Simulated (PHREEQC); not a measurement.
Spent oxide etchant: speciation

Solution (90 °C): 7 mmol/kgw HF, 15 mmol/kgw H2SiF6, 0.12 mmol/kgw HBF4 and 0.46 mmol/kgw HCl. Closed to the air; pH follows from the charge balance.

The numbers come from PHREEQC with the ion-association model, wateq4f.dat.

This is a speciation only: nothing precipitates in the calculation.

**Question.** Estimate the pH, ionic strength.

**Answer.** pH 1.72; ionic strength 0.0332 mol/kgw.

**Question.** In which forms is Si present?

**Answer.** SiF6-2 72 %, H4SiO4 28 % of the Si.

Examples of supersaturated solids here: Quartz (slow to form), Chalcedony (slow to form). Others may be too. Complexes and solids missing from the database can't appear. At this temperature some constants are extrapolated from 25 °C, and those without enthalpy data are left unchanged. SiF6-2 is the database's only silicon fluoride. Real BF4- forms and hydrolyses slowly; the run takes it at equilibrium.
